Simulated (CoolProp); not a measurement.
Dry air along the isotherm 149 K: Z from the reference equation and from simpler models built on Tc = 132.5 K, pc = 37.86 bar, ω = 0.034; each cubic takes its own stable root.

Computed with CoolProp (reference Helmholtz-energy equation of state, Lemmon 2000). It is a pseudo-pure fit of the blend.

| p (bar) | phase | reference |
|---|---|---|
| 18.9 | gas | 0.8735 |
| 37.9 | supercritical | 0.7196 |
| 56.8 | supercritical | 0.5352 |
| 75.7 | supercritical | 0.4393 |
| 94.6 | supercritical | 0.4587 |
| 114 | supercritical | 0.5046 |
| 133 | supercritical | 0.5559 |
| 151 | supercritical | 0.6064 |
| 170 | supercritical | 0.6603 |
| 189 | supercritical | 0.7142 |

**Question.** How far does each simpler model (Soave-Redlich-Kwong, Peng-Robinson) lie from the reference over these 10 states: mean and median of the absolute difference, and the worst?

**Answer.** 
- Soave-Redlich-Kwong: mean 3.1 %, median 2.8 %, worst +7.7 % at 149 K and 75.7 bar
- Peng-Robinson: mean 4.5 %, median 3.9 %, worst -8.8 % at 149 K and 189 bar
